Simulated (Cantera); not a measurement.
# Equilibrium for fluorocarbon and chlorocarbon gases: CF4 + H2

A closed system holds: 1 mol CF4, 0.74 mol H2, at 0.440 bar.

Equilibrium computed with Cantera from the NASA thermochemical tables; the gas is ideal and each condensed phase is pure. Candidate condensed phases: C, C6H6, C7H8, C8H18; 95 gas species. The tables' values for C2F4 are old estimates; treat these amounts as uncertain. Gases not in the tables: C2F6 and larger saturated fluorocarbons. The numbers say what is thermodynamically allowed, not how fast it happens.

```
T (K)   x HF       x F     x CF4     x CF2      x CF     x CF3      x C3       x H  n C(graphite)
-----  -----  --------  --------  --------  --------  --------  --------  --------  -------------
1175   0.701   2.42e-9     0.299   6.98e-8    <1e-12   1.00e-7    <1e-12  1.37e-11          0.370
1375   0.701   2.69e-7     0.299   4.58e-6  1.29e-11   2.97e-6    <1e-12  7.16e-10          0.370
1575   0.701   9.04e-6     0.298  0.000102   2.83e-9   3.69e-5    <1e-12   1.40e-8          0.370
1775   0.701  0.000138     0.298   0.00112   1.82e-7  0.000258    <1e-12   1.42e-7          0.369
1975   0.698   0.00121     0.292   0.00737   4.95e-6   0.00119  3.38e-11   9.12e-7          0.362
2175   0.685   0.00699     0.271    0.0330   7.16e-5   0.00396   3.29e-9   4.20e-6          0.336
2375   0.648    0.0288     0.210     0.104  0.000625   0.00927   1.45e-7   1.51e-5          0.262
2575   0.577    0.0845     0.106     0.215   0.00345    0.0134   3.50e-6   4.70e-5          0.133
2775   0.507     0.175    0.0271     0.269    0.0122    0.0101   5.26e-5  0.000147         0.0704
2975   0.460     0.274   0.00401     0.226    0.0301   0.00460  0.000542  0.000483          0.144
3175   0.423     0.358  0.000462     0.151    0.0583   0.00159   0.00412   0.00155          0.212
```
x: gas mole fraction; n: condensed amount in mol.

From 1175 K to 3175 K the condensed part is C(graphite). The main C-bearing gas is CF4 at 1175 K and CF2 at 3175 K.
